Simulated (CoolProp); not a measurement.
Toluene at 289.1 K and 0.515 MPa is throttled through a valve to 0.271 MPa with no heat exchange. Each further row changes one setting.

Model: reference Helmholtz-energy equation of state, Lemmon 2006, in CoolProp. It is a short technical equation, of lower accuracy than the large ones.

| case | temperature change (K) | final density (kg/m³) |
|---|---|---|
| as stated | +0.1 | 871 |
| outlet pressure 0.0813 MPa | +0.2 | 870 |
| outlet pressure 0.352 MPa | +0.1 | 871 |
